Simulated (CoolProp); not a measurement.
Vapour pressure (MPa) of sulfur hexafluoride: the reference equation beside estimates from Tc = 45.6 °C, pc = 3.755 MPa, ω = 0.210. Clausius-Clapeyron is anchored at -38.45 °C with a constant enthalpy of vaporisation of 15.45 kJ/mol.

The numbers come from the reference Helmholtz-energy equation of state, Guder 2009 in CoolProp.

```
T (°C)  reference  Clausius-Clapeyron  van der Waals  Redlich-Kwong
------  ---------  ------------------  -------------  -------------
-38.45     0.3616              0.3616         0.9699         0.4964
-31.05     0.4744              0.4606          1.128         0.6312
-23.65     0.6117              0.5783          1.301         0.7897
-16.25     0.7766              0.7167          1.490         0.9739
-8.85      0.9723              0.8775          1.696          1.186
-1.45       1.202               1.063          1.919          1.427
5.95        1.470               1.274          2.159          1.699
13.35       1.780               1.513          2.417          2.004
20.75       2.136               1.781          2.693          2.344
```

Absolute difference from the reference over all 9 rows, mean and median: Clausius-Clapeyron 9.1 and 9.8 %, van der Waals 83.7 and 74.4 %, Redlich-Kwong 22.6 and 22.0 %.
